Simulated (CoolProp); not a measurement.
Vapour-liquid equilibrium of cis-2-butene (1) + methanol (2) at 355.8 K; x and y are mole fractions of (1).

The numbers come from the multi-fluid Helmholtz-energy mixture model, Lemmon 2005 and de Reuck 1993; pair parameters Bell 2016 in CoolProp.

```tsv
x	bubble pressure, mixture model (kPa)	bubble pressure, Raoult's law (kPa)	y, mixture model	y, Raoult's law
0.05	433.2	238.2	0.542	0.207
0.2	868.7	356.4	0.775	0.554
0.35	991.8	474.5	0.806	0.728
0.5	997.8	592.6	0.807	0.832
0.65	1001	710.7	0.809	0.902
0.8	1020	828.9	0.837	0.952
0.95	1013	947.0	0.935	0.989
```

The largest gap from Raoult's law is +143.7 % in bubble pressure, at x = 0.2. y crosses x between x = 0.8 and 0.95: the model has an azeotrope there.

The pair parameters rest on a limited set of measurements; away from them the model extrapolates. With so large a gap from Raoult's law the liquid may split in two, which this calculation doesn't test in full.
